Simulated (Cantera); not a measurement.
Feed: 1 mol PbO, 0.24 mol O2, 0.15 mol H2, at 1 atm.

Method: chemical equilibrium by Gibbs-energy minimisation in Cantera with the NASA 1993 tables (ideal gas, pure condensed phases). Candidate condensed phases: H2O, Pb, PbO, PbO2, Pb3O4; 12 gas species. Gases not in the tables: (PbO)n polymers. Equilibrium is a limit: real reactors are often held back by kinetics, nucleation or transport. All values below are at 1025 °C.

Base state: O2 0.524, H2O 0.476, PbO 0.000430, OH 2.80e-5 (mole fractions); condensed: PbO(l).

Question: What changes in the equilibrium state with this change: H2 from 0.15 to 2.6 mol?

Answer: 
| species | before | after |
|---|---|---|
| H2O | 0.476 | 0.568 |
| H2 | 5.47e-8 | 0.430 |
| Pb | 6.04e-7 | 0.00252 |
| O2 | 0.524 | <1e-9 |
| OH | 2.80e-5 | 1.19e-8 |
| PbO | 0.000430 | 2.73e-7 |
| PbO(l), mol | 1.000 | 0 |
| Pb(l), mol | 0 | 0.993 |
